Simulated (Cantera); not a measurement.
What does this Cantera script print?

```python
import numpy as np
import cantera as ct

gas_names = [...]  # 87 gases of nasa_gas.yaml made of C, H, Si
cond_names = """
    C(gr) C6H6(L) C7H8(L) C8H18(L),n-octa Si(cr) Si(L) SiC(b)
""".split()


# ... load() reads the species with a 1 bar reference pressure and builds the phases ...
atoms = {
    'SiH4': {'Si': 1, 'H': 4},
    'C2H2': {'C': 2, 'H': 2},
    'H2': {'H': 2},
}
top_T = {'C(gr)': 4500, 'SiC(b)': 3050}  # K; cautious upper limits of use, not melting points


# ... equilibrate(T, P, feed) seeds the gas with the atoms and calls Mixture.equilibrate('TP', solver="vcs", rtol=1e-11, max_steps=5000) ...
results = []
feed = {'SiH4': 1, 'C2H2': 1.4, 'H2': 840}  # mol
T = 1225  # K
P = 3200  # Pa
mix = equilibrate(T, P, feed)
results.append((T, P, feed, dict(zip(mix.species_names, mix.species_moles))))
print(gas.report(threshold=1e-05))
for i in range(1, mix.n_phases):
    print(f"{mix.phase(i).name:16s} {mix.phase_moles(i):12.5e} mol")
```

It prints:

```
       temperature   1225 K
          pressure   3200 Pa
           density   0.00063524 kg/m^3
  mean mol. weight   2.0219 kg/kmol
   phase of matter   gas

                          1 kg             1 kmol
                     ---------------   ---------------
          enthalpy        1.3637e+07        2.7573e+07  J
   internal energy        8.5996e+06        1.7387e+07  J
           entropy             99485        2.0115e+05  J/K
    Gibbs function       -1.0823e+08       -2.1883e+08  J
 heat capacity c_p             15442             31222  J/K
 heat capacity c_v             11330             22907  J/K

                      mass frac. Y      mole frac. X     chem. pot. / RT
                     ---------------   ---------------   ---------------
               CH4         0.0033313        0.00041984           -44.785
                H2           0.99667           0.99958           -21.476
     [  +85 minor]        3.6645e-06        1.9615e-06

C(gr)             1.44569e+00 mol
Si(cr)            0.00000e+00 mol
SiC(b)            1.00000e+00 mol
```

Cantera equilibrium calculation (NASA polynomials, part measured and part estimated; ideal gas, pure solids and liquids).
